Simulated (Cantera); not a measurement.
An adiabatic, constant-pressure homogeneous reactor starts with C3H8 : O2 : N2 = 1 : 6.33 : 60.1 (molar parts), equivalence ratio 0.79, at 1823 K and 1.40 bar. Integrator tolerance rtol = 1e-08.

Detailed kinetics in Cantera: GRI-Mech 3.0 (53 species, 325 reactions). GRI-Mech 3.0 was tuned for natural gas; its chemistry of propane as a main component is partial and can be far from experiment.

Problem. What does this change do: N2 60.1 to 46 parts?

Solution. 
| quantity | before | after |
|---|---|---|
| time of steepest temperature rise | 12.8 µs | 11.5 µs |
| temperature at 0.500 s | 2486 K | 2591 K |
| equilibrium temperature | 2486 K | 2591 K |
| x(C3H8) at 0.500 s | <1e-12 (gas-phase equilibrium <1e-12) | <1e-12 (gas-phase equilibrium <1e-12) |
| x(O2) at 0.500 s | 0.0187 (gas-phase equilibrium 0.0187) | 0.0245 (gas-phase equilibrium 0.0245) |
| x(HO2) at 0.500 s | 1.78e-6 (gas-phase equilibrium 1.78e-6) | 3.13e-6 (gas-phase equilibrium 3.13e-6) |
| x(C2H4) at 0.500 s | <1e-12 (gas-phase equilibrium <1e-12) | <1e-12 (gas-phase equilibrium <1e-12) |
| x(H2) at 0.500 s | 0.00184 (gas-phase equilibrium 0.00184) | 0.00319 (gas-phase equilibrium 0.00319) |
| x(C2H6) at 0.500 s | <1e-12 (gas-phase equilibrium <1e-12) | <1e-12 (gas-phase equilibrium <1e-12) |
| x(CH2) at 0.500 s | <1e-12 (gas-phase equilibrium <1e-12) | <1e-12 (gas-phase equilibrium <1e-12) |

Problem. What does this change do: O2 6.33 to 9.2 parts?

Solution. 
| quantity | before | after |
|---|---|---|
| time of steepest temperature rise | 12.8 µs | 10.3 µs |
| temperature at 0.500 s | 2486 K | 2468 K |
| equilibrium temperature | 2486 K | 2468 K |
| x(C3H8) at 0.500 s | <1e-12 (gas-phase equilibrium <1e-12) | <1e-12 (gas-phase equilibrium <1e-12) |
| x(O2) at 0.500 s | 0.0187 (gas-phase equilibrium 0.0187) | 0.0530 (gas-phase equilibrium 0.0530) |
| x(HO2) at 0.500 s | 1.78e-6 (gas-phase equilibrium 1.78e-6) | 3.64e-6 (gas-phase equilibrium 3.64e-6) |
| x(C2H4) at 0.500 s | <1e-12 (gas-phase equilibrium <1e-12) | <1e-12 (gas-phase equilibrium <1e-12) |
| x(H2) at 0.500 s | 0.00184 (gas-phase equilibrium 0.00184) | 0.000965 (gas-phase equilibrium 0.000965) |
| x(C2H6) at 0.500 s | <1e-12 (gas-phase equilibrium <1e-12) | <1e-12 (gas-phase equilibrium <1e-12) |
| x(CH2) at 0.500 s | <1e-12 (gas-phase equilibrium <1e-12) | <1e-12 (gas-phase equilibrium <1e-12) |

Problem. What does this change do: C3H8 1 to 2.7 parts?

Solution. 
```csv
quantity,before,after
time of steepest temperature rise,12.8 µs,18.6 µs
temperature at 0.500 s,2486 K,2399 K
equilibrium temperature,2486 K,2399 K
x(C3H8) at 0.500 s,<1e-12 (gas-phase equilibrium <1e-12),<1e-12 (gas-phase equilibrium <1e-12)
x(O2) at 0.500 s,0.0187 (gas-phase equilibrium 0.0187),2.90e-6 (gas-phase equilibrium 2.90e-6)
x(HO2) at 0.500 s,1.78e-6 (gas-phase equilibrium 1.78e-6),1.86e-9 (gas-phase equilibrium 1.86e-9)
x(C2H4) at 0.500 s,<1e-12 (gas-phase equilibrium <1e-12),<1e-12 (gas-phase equilibrium <1e-12)
x(H2) at 0.500 s,0.00184 (gas-phase equilibrium 0.00184),0.0860 (gas-phase equilibrium 0.0860)
x(C2H6) at 0.500 s,<1e-12 (gas-phase equilibrium <1e-12),<1e-12 (gas-phase equilibrium <1e-12)
x(CH2) at 0.500 s,<1e-12 (gas-phase equilibrium <1e-12),<1e-12 (gas-phase equilibrium <1e-12)
```
